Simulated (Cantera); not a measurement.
**Low-pressure radical oxidation in H2/O2**

An isothermal, constant-pressure homogeneous reactor starts with H2 : O2 = 0.092 : 1 (molar parts), equivalence ratio 0.046, at 1198 K and 0.00553 atm.

Model: the H2/O2 subset of GRI-Mech 3.0, which has no nitrogen chemistry, integrated in Cantera. Radical loss at walls, strong at low pressure, is not modelled. The temperature is held fixed by assumption; the heat of reaction is taken as removed at once.

```csv
t (s),x H2,x O2,x H,x HO2,x H2O,x H2O2
0.000800,0.0842,0.916,6.47e-8,2.30e-8,1.27e-7,2.57e-11
0.00246,0.0841,0.916,4.73e-5,1.78e-7,0.000112,3.18e-10
0.00755,0.00236,0.856,0.0195,2.17e-6,0.0696,6.09e-8
0.0232,0.00190,0.861,0.0160,2.13e-6,0.0724,5.72e-8
0.0713,0.00141,0.877,0.00965,2.06e-6,0.0774,6.18e-8
0.219,0.000597,0.898,0.00248,1.68e-6,0.0839,6.35e-8
0.673,0.000109,0.909,0.000188,8.17e-7,0.0870,4.45e-8
2.07,1.36e-5,0.912,8.34e-6,2.10e-7,0.0877,1.89e-8
6.36,1.99e-6,0.912,4.68e-7,4.38e-8,0.0879,6.35e-9
19.5,3.83e-7,0.912,3.97e-8,1.16e-8,0.0879,2.01e-9
60.0,9.20e-8,0.912,4.70e-9,6.50e-9,0.0879,6.43e-10
```
x: mole fraction; the columns are a selection and need not sum to one.

Equilibrium at this temperature and pressure: H2 1.51e-8, O2 0.912, H 3.14e-10, HO2 1.01e-8, H2O 0.0879, H2O2 1.48e-10 (gas phase only).
